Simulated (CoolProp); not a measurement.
Vapour-liquid equilibrium of dimethyl ether (1) + n-pentane (2) at 0.445 MPa; x and y are mole fractions of (1).

The numbers come from the multi-fluid Helmholtz-energy mixture model, Wu 2011 and Thol 2019; pair parameters Bell 2016 in CoolProp.

Q: Give the bubble temperature and the first vapour's composition at x = 0.15, 0.65, 0.85. Is there an azeotrope?

A: x = 0.15: 341.4 K, y = 0.464; x = 0.65: 298.0 K, y = 0.937; x = 0.85: 292.5 K, y = 0.970. No azeotrope shows between x = 0.05 and 0.95.

The pair parameters rest on a limited set of measurements; away from them the model extrapolates. The gap from Raoult's law changes sign with composition, which may be real or a fault of the pair parameters; it wasn't checked against measurements.
